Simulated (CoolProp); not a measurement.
Model: reference Helmholtz-energy equation of state, Lemmon 2006, in CoolProp. It is a short technical equation, of lower accuracy than the large ones.

### Question
Give the vapour pressure (kPa), liquid density (kg/m³), enthalpy of vaporisation (kJ/kg), liquid cp (kJ/(kg K)) of saturated carbonyl sulfide at 207, 272.5, 279 K.

### Answer
| T (K) | p (kPa) | liquid density (kg/m³) | enthalpy of vaporisation (kJ/kg) | liquid cp (kJ/(kg K)) |
|---|---|---|---|---|
| 207 | 45.3 | 1210 | 319 | 1.17 |
| 272.5 | 638 | 1060 | 271 | 1.27 |
| 279 | 771 | 1040 | 265 | 1.29 |
